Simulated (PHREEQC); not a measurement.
H2SO4 is added in steps, without added water, to 1 kg of water holding 0.031 mol MnSO4, 0.00069 mol NaF and 0.00014 mol NaCl, at 25 °C. No oxygen is let in. The system is closed to CO2. Only these solids could form: Pyrochroite, Halite, Mirabilite.

Base run: PHREEQC, ion-association model, wateq4f.dat. Each further column changes one thing. The table gives HF (mol/kgw).

| H2SO4 added (mol) | base | database phreeqc.dat | Debye-Hückel limiting law | all activity coefficients set to 1 | metal-ligand complexes left out |
|---|---|---|---|---|---|
| 0 | 2.33e-7 | 2.33e-7 | ? | 2.96e-7 | 2.60e-7 |
| 0.00475 | 0.000561 | 0.000562 | ? | 0.000591 | 0.000543 |
| 0.01108 | 0.000627 | 0.000629 | 0.000618 | 0.000644 | 0.000619 |
| 0.01583 | 0.000644 | 0.000646 | 0.000636 | 0.000657 | 0.000638 |
| 0.02217 | 0.000656 | 0.000658 | ? | 0.000665 | ? |
| 0.02692 | 0.000661 | 0.000663 | 0.000655 | 0.000669 | 0.000658 |
| 0.03325 | 0.000665 | 0.000668 | 0.000660 | 0.000673 | 0.000663 |
| 0.038 | 0.000668 | 0.000670 | 0.000663 | ? | ? |

Q: What belongs in the gaps?

A: 
- 0, Debye-Hückel limiting law: 1.89e-7
- 0.00475, Debye-Hückel limiting law: 0.000545
- 0.02217, Debye-Hückel limiting law: 0.000649
- 0.02217, metal-ligand complexes left out: 0.000652
- 0.038, all activity coefficients set to 1: 0.000675
- 0.038, metal-ligand complexes left out: 0.000666

 phreeqc.dat and wateq4f.dat share most of their constants, so their agreement is no independent check. Solids allowed in the column 'database phreeqc.dat': Pyrochroite, Halite.
